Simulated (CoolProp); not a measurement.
Vapour-liquid equilibrium of toluene (1) + p-xylene (2) at 149.35 °C; x and y are mole fractions of (1).

Model: multi-fluid Helmholtz-energy mixture model, Lemmon 2006 and Zhou 2012; pair parameters Bell 2016, in CoolProp.

```csv
x,bubble pressure (kPa),y at the bubble point,dew pressure at overall composition x (kPa),liquid density (mol/L)
0.05,141.6,0.092,138.4,7.034
0.125,151.8,0.217,144.1,7.103
0.2,162.1,0.326,150.3,7.174
0.275,172.4,0.423,157.1,7.245
0.35,182.7,0.510,164.5,7.318
0.425,193.1,0.588,172.6,7.392
0.5,203.4,0.658,181.5,7.467
0.575,213.6,0.721,191.3,7.543
0.65,223.9,0.779,202.2,7.621
0.725,234.1,0.833,214.3,7.700
0.8,244.2,0.882,227.7,7.782
0.875,254.4,0.929,242.7,7.864
0.95,264.6,0.972,259.3,7.949
```

No azeotrope shows between x = 0.05 and 0.95.

Pair parameters are fitted to limited data, so mixtures are less certain than the pure fluids.
